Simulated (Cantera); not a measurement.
A closed system holds: 1 mol SiH2Cl2, 17 mol O2, 33 mol H2, equilibrated at 13300 Pa.

Cantera equilibrium calculation (NASA polynomials, part measured and part estimated; ideal gas, pure solids and liquids). Candidate condensed phases: H2O, Si, SiO2; 30 gas species. The tables hold silica as quartz up to 1696 K and as liquid above; real silica turns to tridymite and cristobalite and melts near 1996 K. Gases not in the tables: Si(OH)4. Equilibrium is a limit: real reactors are often held back by kinetics, nucleation or transport. All values below are at 1302 °C.

Base state: H2O 0.914, HCl 0.0571, H2 0.0286, Cl 3.05e-5, OH 2.24e-5, H 1.92e-5 (mole fractions); condensed: SiO2(β-quartz).

Question: What changes in the equilibrium state with this change: O2 from 17 to 0.14 mol?

Answer: 
```json
[
 {"species": "H2", "before": "0.0286", "after": "0.942"},
 {"species": "HCl", "before": "0.0571", "after": "0.0428"},
 {"species": "SiO", "before": "3.16e-9", "after": "0.00793"},
 {"species": "H2O", "before": "0.914", "after": "3.73e-6"},
 {"species": "SiCl2", "before": "<1e-9", "after": "0.00660"},
 {"species": "SiCl3", "before": "<1e-9", "after": "0.000167"},
 {"species": "SiO2(β-quartz), mol", "before": "1.00", "after": "0"},
 {"species": "Si(s), mol", "before": "0", "after": "0.479"}
]
```
The tables' values for SiCl3 are old estimates; treat these amounts as uncertain.
